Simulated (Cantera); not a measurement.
Ignition delay

Mixture: 19.1 % CO, 0.994 % H2, 16.8 % O2, 63.1 % N2, at 25.0 bar, adiabatic and at constant volume. Ignition delay is the time to a rise of 400 K.

Detailed kinetics in Cantera: GRI-Mech 3.0 (53 species, 325 reactions). The hydrogen kinetics of GRI-Mech 3.0 are dated; newer H2 mechanisms differ, most at raised pressure. The pressure lies above the range GRI-Mech 3.0 was tuned for (to about 10 atm).

```csv
T0 (K),delay (ms)
1050,1.48
1100,0.555
1150,0.229
1200,0.102
1250,0.0490
1300,0.0255
1350,0.0145
1400,0.00917
1450,0.00637
1500,0.00480
```

```yaml
apparent activation energy between 1400 and 1500 K: 110 kJ/mol
```
